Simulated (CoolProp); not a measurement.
R245fa at 372.29 K and 0.826 MPa flows at 15 m/s in a round tube of 1 mm bore and 45 µm roughness, fully developed (64/Re and Nu = 3.66 if laminar; Colebrook and Gnielinski if turbulent). Each further row changes one setting.

Computed with CoolProp (reference Helmholtz-energy equation of state, Akasaka 2015).

| case | Reynolds number | Darcy friction factor | pressure drop (Pa/m) | heat-transfer coefficient (W/(m² K)) | mass flow (kg/h) |
|---|---|---|---|---|---|
| as stated | 41700 | 0.0688 | 323000 | 7520 | 1.77 |
| velocity 30 m/s | 83300 | 0.0685 | 1290000 | 15200 | 3.54 |
| diameter 2 mm | 83300 | 0.0513 | 121000 | 5480 | 7.09 |

Viscosity comes from a separate model (Bell 2016), an estimate that may be off by 10 % or more. Thermal conductivity comes from a separate model (Huber 2003), an estimate that may be off by 10 % or more.
